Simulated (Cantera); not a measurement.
Mixture: CH4 : O2 : N2 : CO2 = 1 : 1.25 : 4.7 : 0.89 (molar parts), equivalence ratio 1.6, at 1.00 bar, adiabatic and at constant pressure. Ignition delay is the time to a rise of 400 K.

Cantera simulation using GRI-Mech 3.0 (53 species, 325 reactions); the numbers are that mechanism's predictions, not measurements.

Question: What does this change do: 0.069 parts H2 added?

Answer: 
```
quantity                                                before       after
--------------------------------------------------  ----------  ----------
delay at 1150 K                                        0.151 s     65.2 ms
delay at 1300 K                                        18.8 ms     11.0 ms
delay at 1450 K                                        3.04 ms     2.11 ms
delay at 1600 K                                       0.648 ms    0.513 ms
apparent activation energy between 1525 and 1675 K  200 kJ/mol  180 kJ/mol
```

Question: What does this change do: 0.15 parts H2 added?

Answer: 
```tsv
quantity	before	after
delay at 1150 K	0.151 s	32.4 ms
delay at 1300 K	18.8 ms	6.61 ms
delay at 1450 K	3.04 ms	1.47 ms
delay at 1600 K	0.648 ms	0.406 ms
apparent activation energy between 1525 and 1675 K	200 kJ/mol	160 kJ/mol
```
